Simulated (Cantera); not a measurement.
Pyrogenic steam for wet oxidation

An isothermal, constant-pressure homogeneous reactor starts with 21.8 % H2, 44.4 % O2, 33.8 % N2, equivalence ratio 0.24, at 1175 K and 26000 Pa.

Computed with Cantera and GRI-Mech 3.0 (53 species, 325 reactions). The temperature is held fixed by assumption; the heat of reaction is taken as removed at once.

```json
[
 {"t (s)": "3.00e-5", "x H2": "0.218", "x O2": "0.444", "x N2O": "<1e-12", "x NO": "<1e-12", "x H": "8.01e-7"},
 {"t (s)": "8.30e-5", "x H2": "0.197", "x O2": "0.434", "x N2O": "2.51e-10", "x NO": "2.58e-9", "x H": "0.00958"},
 {"t (s)": "0.000229", "x H2": "0.00421", "x O2": "0.374", "x N2O": "2.71e-8", "x NO": "1.99e-6", "x H": "0.00248"},
 {"t (s)": "0.000634", "x H2": "0.000434", "x O2": "0.376", "x N2O": "3.57e-8", "x NO": "2.00e-6", "x H": "3.89e-5"},
 {"t (s)": "0.00175", "x H2": "5.78e-5", "x O2": "0.376", "x N2O": "3.82e-8", "x NO": "1.98e-6", "x H": "1.98e-6"},
 {"t (s)": "0.00485", "x H2": "6.83e-6", "x O2": "0.377", "x N2O": "3.92e-8", "x NO": "1.97e-6", "x H": "1.55e-7"},
 {"t (s)": "0.0134", "x H2": "8.87e-7", "x O2": "0.377", "x N2O": "3.98e-8", "x NO": "1.98e-6", "x H": "1.76e-8"},
 {"t (s)": "0.0371", "x H2": "1.89e-7", "x O2": "0.377", "x N2O": "4.02e-8", "x NO": "2.00e-6", "x H": "2.72e-9"},
 {"t (s)": "0.103", "x H2": "5.55e-8", "x O2": "0.377", "x N2O": "4.03e-8", "x NO": "2.01e-6", "x H": "5.06e-10"},
 {"t (s)": "0.284", "x H2": "1.89e-8", "x O2": "0.377", "x N2O": "3.99e-8", "x NO": "2.01e-6", "x H": "1.08e-10"},
 {"t (s)": "0.785", "x H2": "8.23e-9", "x O2": "0.377", "x N2O": "3.81e-8", "x NO": "2.00e-6", "x H": "3.16e-11"},
 {"t (s)": "2.17", "x H2": "6.00e-9", "x O2": "0.377", "x N2O": "3.33e-8", "x NO": "2.00e-6", "x H": "1.92e-11"},
 {"t (s)": "6.00", "x H2": "5.88e-9", "x O2": "0.377", "x N2O": "2.32e-8", "x NO": "2.00e-6", "x H": "1.86e-11"}
]
```
x: mole fraction; the columns are a selection and need not sum to one.

Equilibrium at this temperature and pressure: H2 5.88e-9, O2 0.376, N2O 3.78e-9, NO 0.000150, H 1.86e-11 (gas phase only).
